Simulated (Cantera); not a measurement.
An adiabatic, constant-volume homogeneous reactor starts with CH₄ : H₂ : O₂ : N₂ = 1 : 1 : 4.1 : 20.5 (molar parts), equivalence ratio 0.61, at 1225 K and 101000 Pa. Integrator tolerance rtol = 1e-08.

Detailed kinetics in Cantera: GRI-Mech 3.0 (53 species, 325 reactions).

Question: What does this change do: initial temperature 1225 to 1025 K?

Answer: 
```json
[
 {"quantity": "time of steepest temperature rise", "before": "0.653 ms", "after": "5.00 ms"},
 {"quantity": "temperature at 4.00 s", "before": "2438 K", "after": "2312 K"},
 {"quantity": "equilibrium temperature", "before": "2438 K", "after": "2312 K"},
 {"quantity": "x(CH₄) at 4.00 s", "before": "<1e-12 (gas-phase equilibrium <1e-12)", "after": "<1e-12 (gas-phase equilibrium <1e-12)"},
 {"quantity": "x(H₂) at 4.00 s", "before": "0.00144 (gas-phase equilibrium 0.00144)", "after": "0.000698 (gas-phase equilibrium 0.000698)"},
 {"quantity": "x(O₂) at 4.00 s", "before": "0.0552 (gas-phase equilibrium 0.0552)", "after": "0.0564 (gas-phase equilibrium 0.0564)"},
 {"quantity": "x(CH₃) at 4.00 s", "before": "<1e-12 (gas-phase equilibrium <1e-12)", "after": "<1e-12 (gas-phase equilibrium <1e-12)"},
 {"quantity": "x(H₂O) at 4.00 s", "before": "0.109 (gas-phase equilibrium 0.109)", "after": "0.111 (gas-phase equilibrium 0.111)"},
 {"quantity": "x(CH₂CO) at 4.00 s", "before": "<1e-12 (gas-phase equilibrium <1e-12)", "after": "<1e-12 (gas-phase equilibrium <1e-12)"}
]
```

Question: What does this change do: constant pressure in place of constant volume?

Answer: 
```csv
quantity,before,after
time of steepest temperature rise,0.653 ms,0.720 ms
temperature at 4.00 s,2438 K,2232 K
equilibrium temperature,2438 K,2232 K
x(CH₄) at 4.00 s,<1e-12 (gas-phase equilibrium <1e-12),<1e-12 (gas-phase equilibrium <1e-12)
x(H₂) at 4.00 s,0.00144 (gas-phase equilibrium 0.00144),0.000650 (gas-phase equilibrium 0.000650)
x(O₂) at 4.00 s,0.0552 (gas-phase equilibrium 0.0552),0.0571 (gas-phase equilibrium 0.0571)
x(CH₃) at 4.00 s,<1e-12 (gas-phase equilibrium <1e-12),<1e-12 (gas-phase equilibrium <1e-12)
x(H₂O) at 4.00 s,0.109 (gas-phase equilibrium 0.109),0.112 (gas-phase equilibrium 0.112)
x(CH₂CO) at 4.00 s,<1e-12 (gas-phase equilibrium <1e-12),<1e-12 (gas-phase equilibrium <1e-12)
```
